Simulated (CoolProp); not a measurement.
Vapour-liquid equilibrium of R22 (1) + methanol (2) at 278 K; x and y are mole fractions of (1).

Values from CoolProp's multi-fluid Helmholtz-energy mixture model, Kamei 1995 and de Reuck 1993; pair parameters Bell 2016.

| x | bubble pressure (MPa) | y at the bubble point | dew pressure at overall composition x (MPa) | liquid density (mol/L) |
|---|---|---|---|---|
| 0.05 | 0.05506 | 0.903 | 0.005765 | 24.51 |
| 0.125 | 0.1217 | 0.958 | 0.006257 | 23.61 |
| 0.2 | 0.1800 | 0.973 | 0.006838 | 22.75 |
| 0.275 | 0.2312 | 0.980 | 0.007539 | 21.91 |
| 0.35 | 0.2763 | 0.984 | 0.008402 | 21.10 |
| 0.425 | 0.3163 | 0.987 | 0.009489 | 20.32 |
| 0.5 | 0.3523 | 0.989 | 0.01090 | 19.55 |
| 0.575 | 0.3852 | 0.991 | 0.01281 | 18.80 |
| 0.65 | 0.4162 | 0.992 | 0.01553 | 18.06 |
| 0.725 | 0.4466 | 0.993 | 0.01971 | 17.33 |
| 0.8 | 0.4780 | 0.995 | 0.02700 | 16.60 |
| 0.875 | 0.5120 | 0.996 | 0.04282 | 15.87 |
| 0.95 | 0.5511 | 0.998 | 0.1032 | 15.13 |

No azeotrope shows between x = 0.05 and 0.95.

The pair parameters rest on a limited set of measurements; away from them the model extrapolates. With so large a gap from Raoult's law the liquid may split in two, which this calculation doesn't test in full.
